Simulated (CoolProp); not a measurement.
Vapour-liquid equilibrium of carbon dioxide (1) + propylene (2) at 241.7 K; x and y are mole fractions of (1).

Values from CoolProp's multi-fluid Helmholtz-energy mixture model, Span 1996 and Lemmon 2013; pair parameters Bell 2016.

```json
[
 {"x": "0.05", "bubble pressure (MPa)": "0.3072", "y at the bubble point": "0.362", "dew pressure at overall composition x (MPa)": "0.2103", "liquid density (mol/L)": "14.31"},
 {"x": "0.125", "bubble pressure (MPa)": "0.4552", "y at the bubble point": "0.587", "dew pressure at overall composition x (MPa)": "0.2277", "liquid density (mol/L)": "14.78"},
 {"x": "0.2", "bubble pressure (MPa)": "0.5862", "y at the bubble point": "0.694", "dew pressure at overall composition x (MPa)": "0.2481", "liquid density (mol/L)": "15.28"},
 {"x": "0.275", "bubble pressure (MPa)": "0.6997", "y at the bubble point": "0.756", "dew pressure at overall composition x (MPa)": "0.2724", "liquid density (mol/L)": "15.82"},
 {"x": "0.35", "bubble pressure (MPa)": "0.7973", "y at the bubble point": "0.797", "dew pressure at overall composition x (MPa)": "0.3019", "liquid density (mol/L)": "16.39"},
 {"x": "0.425", "bubble pressure (MPa)": "0.8811", "y at the bubble point": "0.827", "dew pressure at overall composition x (MPa)": "0.3382", "liquid density (mol/L)": "17.00"},
 {"x": "0.5", "bubble pressure (MPa)": "0.9541", "y at the bubble point": "0.851", "dew pressure at overall composition x (MPa)": "0.3842", "liquid density (mol/L)": "17.67"},
 {"x": "0.575", "bubble pressure (MPa)": "1.019", "y at the bubble point": "0.871", "dew pressure at overall composition x (MPa)": "0.4441", "liquid density (mol/L)": "18.40"},
 {"x": "0.65", "bubble pressure (MPa)": "1.079", "y at the bubble point": "0.889", "dew pressure at overall composition x (MPa)": "0.5251", "liquid density (mol/L)": "19.21"},
 {"x": "0.725", "bubble pressure (MPa)": "1.137", "y at the bubble point": "0.908", "dew pressure at overall composition x (MPa)": "0.6391", "liquid density (mol/L)": "20.11"},
 {"x": "0.8", "bubble pressure (MPa)": "1.195", "y at the bubble point": "0.928", "dew pressure at overall composition x (MPa)": "0.8052", "liquid density (mol/L)": "21.13"},
 {"x": "0.875", "bubble pressure (MPa)": "1.255", "y at the bubble point": "0.950", "dew pressure at overall composition x (MPa)": "1.033", "liquid density (mol/L)": "22.28"},
 {"x": "0.95", "bubble pressure (MPa)": "1.317", "y at the bubble point": "0.978", "dew pressure at overall composition x (MPa)": "1.254", "liquid density (mol/L)": "23.59"}
]
```

No azeotrope shows between x = 0.05 and 0.95.

Pair parameters are fitted to limited data, so mixtures are less certain than the pure fluids.
